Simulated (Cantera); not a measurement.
An adiabatic, constant-volume homogeneous reactor starts with CH₄ : CO : O₂ : N₂ = 1 : 0.057 : 1.35 : 5.08 (molar parts), equivalence ratio 1.5, at 1175 K and 760 Torr. Integrator tolerance rtol = 1e-08.

Detailed kinetics in Cantera: GRI-Mech 3.0 (53 species, 325 reactions).

### Question
What does this change do: initial temperature 1175 to 1675 K?

### Answer
```json
[
 {"quantity": "time of steepest temperature rise", "before": "82.5 ms", "after": "0.268 ms"},
 {"quantity": "temperature at 3.00 s", "before": "2792 K", "after": "2969 K"},
 {"quantity": "equilibrium temperature", "before": "2792 K", "after": "2969 K"},
 {"quantity": "x(CH₄) at 3.00 s", "before": "1.58e-12 (gas-phase equilibrium 1.84e-12)", "after": "<1e-12 (gas-phase equilibrium <1e-12)"},
 {"quantity": "x(CO) at 3.00 s", "before": "0.0964 (gas-phase equilibrium 0.0964)", "after": "0.0991 (gas-phase equilibrium 0.0991)"},
 {"quantity": "x(O₂) at 3.00 s", "before": "0.000890 (gas-phase equilibrium 0.000890)", "after": "0.00316 (gas-phase equilibrium 0.00316)"},
 {"quantity": "x(NO) at 3.00 s", "before": "0.00210 (gas-phase equilibrium 0.00210)", "after": "0.00495 (gas-phase equilibrium 0.00495)"},
 {"quantity": "x(C₂H) at 3.00 s", "before": "<1e-12 (gas-phase equilibrium <1e-12)", "after": "<1e-12 (gas-phase equilibrium <1e-12)"},
 {"quantity": "x(CH₂) at 3.00 s", "before": "1.74e-12 (gas-phase equilibrium 1.85e-12)", "after": "3.15e-12 (gas-phase equilibrium 3.27e-12)"}
]
```

### Question
What does this change do: initial temperature 1175 to 1000 K?

### Answer
```csv
quantity,before,after
time of steepest temperature rise,82.5 ms,1.52 s
temperature at 3.00 s,2792 K,2713 K
equilibrium temperature,2792 K,2713 K
x(CH₄) at 3.00 s,1.58e-12 (gas-phase equilibrium 1.84e-12),2.60e-12 (gas-phase equilibrium 2.99e-12)
x(CO) at 3.00 s,0.0964 (gas-phase equilibrium 0.0964),0.0955 (gas-phase equilibrium 0.0955)
x(O₂) at 3.00 s,0.000890 (gas-phase equilibrium 0.000890),0.000437 (gas-phase equilibrium 0.000437)
x(NO) at 3.00 s,0.00210 (gas-phase equilibrium 0.00210),0.00132 (gas-phase equilibrium 0.00132)
x(C₂H) at 3.00 s,<1e-12 (gas-phase equilibrium <1e-12),<1e-12 (gas-phase equilibrium <1e-12)
x(CH₂) at 3.00 s,1.74e-12 (gas-phase equilibrium 1.85e-12),1.38e-12 (gas-phase equilibrium 1.48e-12)
```

### Question
What does this change do: pressure from 760 Torr to 825 Torr?

### Answer
```csv
quantity,before,after
time of steepest temperature rise,82.5 ms,76.8 ms
temperature at 3.00 s,2792 K,2797 K
equilibrium temperature,2792 K,2797 K
x(CH₄) at 3.00 s,1.58e-12 (gas-phase equilibrium 1.84e-12),1.84e-12 (gas-phase equilibrium 2.14e-12)
x(CO) at 3.00 s,0.0964 (gas-phase equilibrium 0.0964),0.0964 (gas-phase equilibrium 0.0964)
x(O₂) at 3.00 s,0.000890 (gas-phase equilibrium 0.000890),0.000854 (gas-phase equilibrium 0.000854)
x(NO) at 3.00 s,0.00210 (gas-phase equilibrium 0.00210),0.00207 (gas-phase equilibrium 0.00207)
x(C₂H) at 3.00 s,<1e-12 (gas-phase equilibrium <1e-12),<1e-12 (gas-phase equilibrium <1e-12)
x(CH₂) at 3.00 s,1.74e-12 (gas-phase equilibrium 1.85e-12),1.92e-12 (gas-phase equilibrium 2.04e-12)
```
